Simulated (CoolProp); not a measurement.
Vapour-liquid equilibrium of methane (1) + ethylene (2) at -106.05 °C; x and y are mole fractions of (1).

Computed with CoolProp (multi-fluid Helmholtz-energy mixture model, Setzmann 1991 and Smukala 2000; pair parameters Bell 2016).

```
x     bubble pressure, mixture model (kPa)  bubble pressure, Raoult's law (kPa)  y, mixture model  y, Raoult's law
----  ------------------------------------  -----------------------------------  ----------------  ---------------
0.05                                 207.4                                188.7             0.579            0.555
0.15                                 437.9                                389.2             0.808            0.807
0.25                                 654.2                                589.8             0.877            0.888
0.35                                 854.3                                790.3             0.911            0.927
0.45                                  1040                                990.9             0.932            0.951
0.55                                  1214                                 1191             0.946            0.967
0.65                                  1383                                 1392             0.958            0.978
0.75                                  1556                                 1593             0.969            0.986
0.85                                  1744                                 1793             0.980            0.993
0.95                                  1964                                 1994             0.992            0.998
```

The largest gap from Raoult's law is +12.5 % in bubble pressure, at x = 0.15. No azeotrope shows between x = 0.05 and 0.95.

Pair parameters are fitted to limited data, so mixtures are less certain than the pure fluids. The gap from Raoult's law changes sign with composition, which may be real or a fault of the pair parameters; it wasn't checked against measurements.
